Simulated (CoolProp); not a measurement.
Vapour pressure (MPa) of 1,2-dichloroethane: the reference equation beside estimates from Tc = 288.4 °C, pc = 5.226 MPa, ω = 0.269. Clausius-Clapeyron is anchored at 0.05 °C with a constant enthalpy of vaporisation of 36.28 kJ/mol.

The numbers come from the reference Helmholtz-energy equation of state, Thol 2015 in CoolProp.

```tsv
T (°C)	reference	Lee-Kesler	Clausius-Clapeyron	van der Waals	Redlich-Kwong	Peng-Robinson
0.05	0.002809	0.002539	0.002809	0.1203	0.008005	0.002859
20.25	0.008345	0.007713	0.008436	0.1944	0.02127	0.008399
40.35	0.02098	0.01980	?	?	0.04809	0.02097
60.55	0.04654	?	0.05085	?	0.09659	0.04633
80.75	0.09288	0.09079	0.1073	0.5993	0.1760	0.09234
100.85	0.1696	0.1680	0.2081	0.8085	0.2958	0.1687
121.05	0.2894	0.2895	0.3784	?	0.4678	0.2883
141.25	0.4655	0.4692	0.6491	1.364	0.7024	0.4652
161.35	0.7118	0.7206	1.057	1.713	1.008	0.7139
181.55	1.047	1.062	1.651	2.118	1.399	1.055
```

**Question.** Some entries are withheld; supply them.

**Answer.** 
- 40.35, Clausius-Clapeyron: 0.02189
- 40.35, van der Waals: 0.2955
- 60.55, Lee-Kesler: 0.04476
- 60.55, van der Waals: 0.4292
- 121.05, van der Waals: 1.063

Absolute difference from the reference over all 10 rows, mean and median: Lee-Kesler 3.3 and 1.8 %, Clausius-Clapeyron 22.9 and 19.1 %, van der Waals 1016.8 and 461.0 %, Redlich-Kwong 92.8 and 82.0 %, Peng-Robinson 0.6 and 0.5 %.
